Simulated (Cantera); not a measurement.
## Iron carbonyl, mercury and lead vapours: PbO + CO + N₂

Input: 1 mol PbO, 0.067 mol CO, 57 mol N₂.

Method: chemical equilibrium by Gibbs-energy minimisation in Cantera with the NASA 1993 tables (ideal gas, pure condensed phases). Candidate condensed phases: C, Pb, PbO, PbO₂, Pb₃O₄; 27 gas species. Rates play no part.

Question: Map the stable condensed phases over T = 798, 823, 848, 873, 898, 923, 948, 973, 998 K and P in Pa = 10, 32, 100, 320, 1000, 3200, 10000, 32000, 100000, 320000, 1000000.

Answer: 
```
T in K \ P in Pa
              10      32     100     320    1000    3200   10000   32000  100000  320000 1000000
    998        A       A       A       A       A       B       B       B       B       B       B
    973        A       A       A       A       B       B       B       B       B       B       B
    948        A       A       A       A       B       B       B       B       B       B       B
    923        A       A       A       B       B       B       B       B       B       B       B
    898        A       A       A       B       B       B       B       B       B       B       B
    873        A       A       B       B       B       B       B       B       B       B       B
    848        A       B       B       B       B       B       B       B       B       B       B
    823        A       B       B       B       B       B       B       B       B       B       B
    798        B       B       B       B       B       B       B       B       B       B       B
```
A: PbO; B: Pb + PbO.
